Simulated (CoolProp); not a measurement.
Saturated liquid density (kg/m³) of chlorine: the reference equation beside estimates from Tc = 143.7 °C, pc = 7.642 MPa, ω = 0.070. Rackett uses Z = 0.29056 − 0.08775 ω.

Computed with CoolProp (reference Helmholtz-energy equation of state, Thol 2021).

```csv
T (°C),reference,Rackett,Soave-Redlich-Kwong
-39.75,1580,1486,1457
-27.65,1546,1458,1428
-15.55,1512,1429,1396
-3.45,1478,1398,1363
8.65,1442,1367,1328
20.75,1406,1335,1291
32.85,1368,1301,1250
44.95,1328,1265,1207
57.05,1287,1227,1160
69.15,1242,1186,1110
81.25,1194,1142,1054
93.35,1141,1093,991.8
```

Absolute difference from the reference over all 12 rows, mean and median: Rackett 5.0 and 5.0 %, Soave-Redlich-Kwong 9.2 and 8.4 %.
